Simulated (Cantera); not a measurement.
Feed: 1 mol SiCl₄, 0.58 mol HCl, 170 mol N₂, at 800 K and 24.0 mbar.

Equilibrium computed with Cantera from the NASA thermochemical tables; the gas is ideal and each condensed phase is pure. Candidate condensed phases: NH₄Cl, Si, Si₃N₄; 28 gas species. Rates play no part.

Question: What is the equilibrium state?

Answer: 
```json
{
 "x(N₂)": "0.991",
 "x(SiCl₄)": "0.00583",
 "x(HCl)": "0.00338",
 "gas_amount": "171.6 mol",
 "log10 activity of Si(s) (absent)": "-18.75"
}
```
